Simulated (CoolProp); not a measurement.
A closed Brayton cycle with nitrogen: compressor inlet 331.15 K and 2.5 MPa, high pressure 6.89 MPa, turbine inlet 730 K, compressor efficiency 0.89, turbine efficiency 0.85, recuperator effectiveness 0.8 (on enthalpy, no pinch check). Each further row changes one setting.

The numbers come from the reference Helmholtz-energy equation of state, Span 2000 in CoolProp.

```csv
case,thermal efficiency (%),net work (kJ/kg),compressor to turbine work,compressor exit (K),turbine exit (K)
as stated,?,34.4,0.79,456.9,579.6
turbine inlet 680 K,13.1,?,0.85,456.9,?
compressor inlet 341.15 K,15.8,?,0.82,?,579.6
high pressure 5.86 MPa,?,34.6,0.76,434.4,?
recuperator effectiveness 0.5,14.7,34.4,0.79,456.9,579.6
```

### Question
What belongs in the gaps?

### Answer

- as stated, thermal efficiency (%): 17.7
- turbine inlet 680 K, net work (kJ/kg): 22.8
- turbine inlet 680 K, turbine exit (K): 538.6
- compressor inlet 341.15 K, net work (kJ/kg): 30.3
- compressor inlet 341.15 K, compressor exit (K): 470.5
- high pressure 5.86 MPa, thermal efficiency (%): 19.2
- high pressure 5.86 MPa, turbine exit (K): 601.2
